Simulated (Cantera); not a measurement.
Cantera run:

```python
import numpy as np
import cantera as ct

gas_names = """
    CL CL2 H HCL H2 Si SiCL SiCL2 SiCL3 SiCL4 SiH SiHCL3 SiH2 SiH2CL2 SiH3 SiH3CL SiH4 Si2 Si3
""".split()
cond_names = """
    Si(cr) Si(L)
""".split()


# ... load() reads the species with a 1 bar reference pressure and builds the phases ...
atoms = {
    'Si': {'Si': 1},
    'Cl2': {'CL': 2},
    'H2': {'H': 2},
}
top_T = {}  # K; cautious upper limits of use, not melting points


# ... equilibrate(T, P, feed) seeds the gas with the atoms and calls Mixture.equilibrate('TP', solver="vcs", rtol=1e-11, max_steps=5000) ...
results = []
T = 723.15  # K
P = 10000  # Pa
for m in [0.5, 0.75, 0.99, 1.2, 1.5, 1.7, 2, 2.2]:
    feed = {'Si': 1, 'Cl2': m, 'H2': 4.6}  # mol
    mix = equilibrate(T, P, feed)
    results.append((T, P, feed, dict(zip(mix.species_names, mix.species_moles))))

top = {s: max(r[3][s] / sum(r[3][g] for g in gas_names) for r in results) for s in gas_names}
cols = sorted((s for s in top if top[s] > 1e-06), key=lambda s: -top[s])[:8]
seen = [c for c in cond_names if any(r[3].get(c, 0) > 1e-12 for r in results)]
print("log10 of partial pressures in bar; condensed amounts in mol")
print(f"{'n(Cl2)':>10s}" + "".join(f"{s[:9]:>10s}" for s in cols + seen))
for T, P, feed, n in results:
    ng = sum(n[g] for g in gas_names)
    print(f"{feed['Cl2']:10.4g}" + "".join(f"{np.log10(max(n[s] / ng * P / 1e5, 1e-99)):10.3f}" for s in cols)
          + "".join(f"{n.get(c, 0):10.4g}" for c in seen))
```

It prints:

```
log10 of partial pressures in bar; condensed amounts in mol
    n(Cl2)        H2     SiCL4       HCL    SiHCL3   SiH2CL2     SiCL3    SiH3CL    Si(cr)
       0.5    -1.025    -2.417    -4.205    -2.760    -4.263    -6.153    -6.426    0.7284
      0.75    -1.037    -2.238    -4.167    -2.632    -4.185    -6.018    -6.399    0.5954
      0.99    -1.049    -2.119    -4.142    -2.548    -4.137    -5.929    -6.386    0.4683
       1.2    -1.058    -2.038    -4.127    -2.493    -4.106    -5.869    -6.380    0.3574
       1.5    -1.072    -1.947    -4.111    -2.431    -4.074    -5.800    -6.378    0.1996
       1.7    -1.080    -1.897    -4.103    -2.398    -4.058    -5.763    -6.378   0.09467
         2    -1.089    -1.764    -3.187    -3.190    -5.774    -6.550    -9.019         0
       2.2    -1.120    -1.765    -2.158    -4.251    -7.896    -7.596   -12.201         0
```

Cantera equilibrium calculation (NASA polynomials, part measured and part estimated; ideal gas, pure solids and liquids). The tables' values for SiCl3 are old estimates; treat these amounts as uncertain.
